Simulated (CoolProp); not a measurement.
The numbers come from the reference Helmholtz-energy equation of state, McLinden 2015 in CoolProp.

### Question
For the fluoroketone C6F12O (FK-5-1-12), give the phase and the density (kg/m³), isothermal compressibility (1/MPa), expansivity (1/kK), fugacity coefficient at 342 K and 1170 kPa.

### Answer
- 342 K and 1170 kPa: liquid; density 1470, isothermal compressibility 0.00584, expansivity 2.36, fugacity coefficient 0.161
